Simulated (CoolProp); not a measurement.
Model: reference Helmholtz-energy equation of state, Wagner 2002, in CoolProp.

Q: For water, give the phase and the Z, cp (kJ/(kg K)), cv (kJ/(kg K)), expansivity (1/kK) at 302.7 K and 0.0967 MPa; 410.8 K and 3.94 MPa.

A: 
- 302.7 K and 0.0967 MPa: liquid; Z 0.000695, cp 4.18, cv 4.12, expansivity 0.299
- 410.8 K and 3.94 MPa: liquid; Z 0.0223, cp 4.27, cv 3.58, expansivity 0.944
